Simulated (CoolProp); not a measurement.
C2F6 (R116) at several states: fugacity coefficient from the reference equation and from simpler models built on Tc = 293.0 K, pc = 3.048 MPa, ω = 0.257; each cubic takes its own stable root.

Computed with CoolProp (reference Helmholtz-energy equation of state, Lemmon 2006). It is a short technical equation, of lower accuracy than the large ones.

```csv
T (K),p (MPa),phase,reference,van der Waals,Redlich-Kwong
398.5,1.38,gas,0.9521,0.9392,0.9408
265.9,0.495,gas,0.9256,0.9393,0.9277
293.8,0.0642,gas,0.9931,0.9938,0.9929
362.1,0.977,gas,0.9503,0.9444,0.9429
```
